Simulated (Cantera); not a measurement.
A freely propagating, adiabatic, planar premixed flame of H2 : O2 : N2 : H2O = 1 : 0.543 : 2.04 : 0.27 (molar parts), equivalence ratio 0.92, unburnt at 550 K and 760 Torr; mixture-averaged transport, grid criteria slope 0.08 and curve 0.16, no radiation.

Computed with Cantera and the H2/O2 subset of GRI-Mech 3.0, which has no nitrogen chemistry. Burning velocities carry a grid error of a few per cent, more on coarse grids.

x: mole fraction of selected species; z is measured from the peak of heat release.

```json
[
 {"z (mm)": "-1.24", "T (K)": "550", "u (m/s)": "5.11", "x H2": "0.260", "x O2": "0.141", "x H2O": "0.0701", "x H": "<1e-8", "x OH": "<1e-8", "x HO2": "<1e-8"},
 {"z (mm)": "-0.826", "T (K)": "550", "u (m/s)": "5.11", "x H2": "0.260", "x O2": "0.141", "x H2O": "0.0701", "x H": "<1e-8", "x OH": "<1e-8", "x HO2": "<1e-8"},
 {"z (mm)": "-0.620", "T (K)": "550", "u (m/s)": "5.11", "x H2": "0.260", "x O2": "0.141", "x H2O": "0.0701", "x H": "<1e-8", "x OH": "<1e-8", "x HO2": "<1e-8"},
 {"z (mm)": "-0.413", "T (K)": "550", "u (m/s)": "5.11", "x H2": "0.259", "x O2": "0.141", "x H2O": "0.0701", "x H": "<1e-8", "x OH": "<1e-8", "x HO2": "3.60e-7"},
 {"z (mm)": "-0.207", "T (K)": "562", "u (m/s)": "5.19", "x H2": "0.253", "x O2": "0.142", "x H2O": "0.0712", "x H": "2.48e-5", "x OH": "1.34e-5", "x HO2": "0.000177"},
 {"z (mm)": "-0.103", "T (K)": "[?]", "u (m/s)": "6.85", "x H2": "[?]", "x O2": "0.138", "x H2O": "[?]", "x H": "[?]", "x OH": "[?]", "x HO2": "[?]"},
 {"z (mm)": "0", "T (K)": "1192", "u (m/s)": "10.4", "x H2": "0.136", "x O2": "0.106", "x H2O": "0.167", "x H": "0.0206", "x OH": "0.00279", "x HO2": "0.000131"},
 {"z (mm)": "0.103", "T (K)": "1499", "u (m/s)": "12.9", "x H2": "0.0637", "x O2": "0.0574", "x H2O": "0.254", "x H": "0.0363", "x OH": "0.00848", "x HO2": "5.61e-5"},
 {"z (mm)": "0.207", "T (K)": "1655", "u (m/s)": "14.1", "x H2": "0.0422", "x O2": "0.0389", "x H2O": "0.285", "x H": "0.0350", "x OH": "0.0124", "x HO2": "3.28e-5"},
 {"z (mm)": "0.413", "T (K)": "1811", "u (m/s)": "15.3", "x H2": "0.0361", "x O2": "0.0318", "x H2O": "0.301", "x H": "0.0259", "x OH": "0.0148", "x HO2": "2.15e-5"},
 {"z (mm)": "0.826", "T (K)": "1963", "u (m/s)": "16.4", "x H2": "[?]", "x O2": "[?]", "x H2O": "0.315", "x H": "[?]", "x OH": "0.0155", "x HO2": "[?]"},
 {"z (mm)": "1.65", "T (K)": "2093", "u (m/s)": "17.3", "x H2": "0.0250", "x O2": "0.0234", "x H2O": "0.330", "x H": "0.00949", "x OH": "0.0148", "x HO2": "8.69e-6"},
 {"z (mm)": "3.31", "T (K)": "2199", "u (m/s)": "18.1", "x H2": "0.0181", "x O2": "0.0200", "x H2O": "0.343", "x H": "0.00488", "x OH": "0.0129", "x HO2": "5.24e-6"}
]
```

### Question
What belongs in the gaps?

### Answer

- -0.103, T (K): 764
- -0.103, x H2: 0.219
- -0.103, x H2O: 0.0910
- -0.103, x H: 0.00260
- -0.103, x OH: 0.000769
- -0.103, x HO2: 0.000338
- 0.826, x H2: 0.0313
- 0.826, x O2: 0.0274
- 0.826, x H: 0.0165
- 0.826, x HO2: 1.40e-5
